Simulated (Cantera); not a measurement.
Standard-state values (1 bar) from the NASA 1993 polynomials, evaluated with Cantera. Values are per mole of reaction as written; species without (g) are pure solids or liquids, kept so even where they would boil at 1 bar.

2 AlI3(g) + N2(g) ⇌ 3 I2(g) + 2 AlN

| T (K) | ΔH° (kJ) | ΔS° (J/K) | ΔG° (kJ) | log10 K |
|---|---|---|---|---|
| 2075 | -38.1 | -99.3 | 167.9 | -4.23 |
| 2125 | (withheld) | (withheld) | (withheld) | (withheld) |
| 2175 | -35.9 | -98.2 | 177.7 | -4.27 |
| 2225 | -34.7 | -97.7 | 182.6 | -4.29 |
| 2275 | (withheld) | (withheld) | (withheld) | (withheld) |
| 2325 | -32.4 | -96.7 | 192.4 | -4.32 |

### Question
Some entries are withheld; supply them.

### Answer

- 2125, ΔH° (kJ): -37.0
- 2125, ΔS° (J/K): -98.7
- 2125, ΔG° (kJ): 172.8
- 2125, log10 K: -4.25
- 2275, ΔH° (kJ): -33.6
- 2275, ΔS° (J/K): -97.2
- 2275, ΔG° (kJ): 187.5
- 2275, log10 K: -4.31
